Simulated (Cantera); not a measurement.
An adiabatic, constant-pressure homogeneous reactor starts with 4.52 % CH4, 3.26 % CO, 19.4 % O2, 72.8 % N2, equivalence ratio 0.55, at 1500 K and 1.00 bar.

Cantera simulation using GRI-Mech 3.0 (53 species, 325 reactions); the numbers are that mechanism's predictions, not measurements.

One state of this run: T (K) = 2501; x CH4 = <1e-12; x CO = 0.00888; x O2 = 0.0845; x H2O2 = 1.71e-7; x HO2 = 6.61e-6; x C2H4 = <1e-12. x: mole fraction; the columns are a selection and need not sum to one.

Question: Which value of t (s) does it belong to?
(A) 0.000641
(B) 8.46e-6
(C) 3.58e-5
(D) 0.0115

Answer: D, 0.0115
